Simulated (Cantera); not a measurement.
**SiH2Cl2 + Cl2 + H2 (silicon epitaxy and polysilicon growth)**

Input: 1 mol SiH2Cl2, 0.18 mol Cl2, 22 mol H2, held at 1.00 Torr.

Equilibrium computed with Cantera from the NASA thermochemical tables; the gas is ideal and each condensed phase is pure. Candidate condensed phases: Si; 19 gas species. The tables' values for SiCl3 are old estimates; treat these amounts as uncertain. Equilibrium is a limit: real reactors are often held back by kinetics, nucleation or transport.

| T (K) | log p H2 | log p HCl | log p SiCl4 | log p SiCl2 | n Si(s) |
|---|---|---|---|---|---|
| 873 | -2.89 | -4.80 | -4.59 | -6.60 | 0.457 |
| 923 | -2.89 | -4.58 | -4.64 | -6.11 | 0.498 |
| 973 | -2.90 | -4.40 | -4.73 | -5.70 | 0.549 |
| 1023 | -2.90 | -4.25 | -4.87 | -5.35 | 0.601 |
| 1073 | -2.91 | -4.14 | -5.10 | -5.09 | 0.643 |
| 1123 | -2.91 | -4.08 | -5.43 | -4.92 | 0.666 |
| 1173 | -2.91 | -4.05 | -5.86 | -4.83 | 0.672 |
| 1223 | -2.91 | -4.04 | -6.33 | -4.78 | 0.668 |
| 1273 | -2.91 | -4.04 | -6.80 | -4.75 | 0.661 |
| 1323 | -2.91 | -4.04 | -7.24 | -4.73 | 0.653 |
| 1373 | -2.91 | -4.04 | -7.65 | -4.72 | 0.644 |
| 1423 | -2.91 | -4.05 | -8.04 | -4.70 | 0.636 |
| 1473 | -2.91 | -4.05 | -8.40 | -4.69 | 0.628 |
log p: log10 of the partial pressure in bar; n: condensed amount in mol.

From 873 K to 1473 K the condensed part is Si(s). The main Si-bearing gas is SiCl4 at 873 K and SiCl2 at 1473 K. The share of Si in condensed phases is highest at 1173 K (67.2 %) and lowest at 873 K (45.7 %).
